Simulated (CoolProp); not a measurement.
Vapour-liquid equilibrium of cyclohexane (1) + toluene (2) at 419.6 K; x and y are mole fractions of (1).

The numbers come from the multi-fluid Helmholtz-energy mixture model, Zhou 2014 and Lemmon 2006; pair parameters Bell 2016 in CoolProp.

### Question
Give the bubble pressure and the first vapour's composition at x = 0.05, 0.45, 0.85. Is there an azeotrope?

### Answer
x = 0.05: 0.2720 MPa, y = 0.108; x = 0.45: 0.3935 MPa, y = 0.613; x = 0.85: 0.4851 MPa, y = 0.900. No azeotrope shows between x = 0.05 and 0.95.

The pair parameters rest on a limited set of measurements; away from them the model extrapolates.
